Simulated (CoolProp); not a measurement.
Vapour-liquid equilibrium of acetone (1) + n-dodecane (2) at 0.196 MPa; x and y are mole fractions of (1).

Computed with CoolProp (multi-fluid Helmholtz-energy mixture model, Lemmon 2006 and Lemmon 2004; pair parameters Bell 2016).

```csv
x,"bubble temperature, mixture model (K)","bubble temperature, Raoult's law (K)","y, mixture model","y, Raoult's law"
0.05,482.0,471.5,0.564,0.686
0.2,399.6,413.3,0.970,0.956
0.35,371.5,389.2,0.992,0.986
0.5,362.2,374.9,0.996,0.994
0.65,358.8,365.1,0.997,0.998
0.8,355.9,357.6,0.998,0.999
0.95,351.7,351.7,0.999,1.000
```

The largest gap from Raoult's law is -17.7 K in bubble temperature, at x = 0.35. No azeotrope shows between x = 0.05 and 0.95.

Pair parameters are fitted to limited data, so mixtures are less certain than the pure fluids. The gap from Raoult's law changes sign with composition, which may be real or a fault of the pair parameters; it wasn't checked against measurements. With so large a gap from Raoult's law the liquid may split in two, which this calculation doesn't test in full.
